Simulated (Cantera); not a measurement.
Charge: 1 mol FeCl2, 0.74 mol HCl, 14 mol H2, equilibrated at 1750 K.

Equilibrium computed with Cantera from the NASA thermochemical tables; the gas is ideal and each condensed phase is pure. Candidate condensed phases: Fe, FeCl2, FeCl3; 11 gas species. Equilibrium is a limit: real reactors are often held back by kinetics, nucleation or transport.

Problem. At 37.0 Pa, list the 6 most abundant gas species with their mole fractions, and the condensed phases.

Solution. H2 0.806, HCl 0.124, Fe 0.0377, FeCl2 0.0206, H 0.0109, Cl 0.00129. Condensed: Fe(δ).
